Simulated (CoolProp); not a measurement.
Aqueous ammonia as a coolant, at 24 °C, 1 atm.

Computed with CoolProp (Melinder's fits for secondary coolants).

| mass % | freezing point (°C) | viscosity (mPa s) | conductivity (W/(m K)) | cp (kJ/(kg K)) | Prandtl number |
|---|---|---|---|---|---|
| 2.2 | -2.5 | 0.968 | 0.587 | 4.181 | 6.89 |
| 5.3 | -6.5 | 0.999 | 0.566 | 4.186 | 7.39 |
| 8.4 | -11.0 | 1.02 | 0.547 | 4.190 | 7.78 |
| 11.4 | -16.0 | 1.04 | 0.529 | 4.194 | 8.25 |
| 14.5 | -22.2 | 1.08 | 0.512 | 4.198 | 8.86 |
| 17.5 | -29.3 | 1.12 | 0.497 | 4.203 | 9.47 |
| 20.6 | -38.4 | 1.15 | 0.483 | 4.209 | 9.98 |
| 23.6 | -49.4 | 1.15 | 0.472 | 4.217 | 10.3 |
